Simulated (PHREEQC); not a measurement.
Dissolve 8.9 mmol/kgw CaSO4 and 10 mmol/kgw Na2HPO4 at 25 °C. Closed to the air; pH follows from the charge balance.

All values are PHREEQC results (ion-association model, phreeqc.dat), not measurements.

This is a speciation only: nothing precipitates in the calculation.

Problem. Order these S species by the share of S that they hold, largest first: SO4-2, NaSO4-, CaSO4.

Solution. SO4-2 (82 %), CaSO4 (14 %), NaSO4- (3.8 %)

The pH is 7.91 and the ionic strength 0.0448 mol/kgw. Saturation is exceeded, for instance for Hydroxyapatite; the values hold only as long as no solid forms.
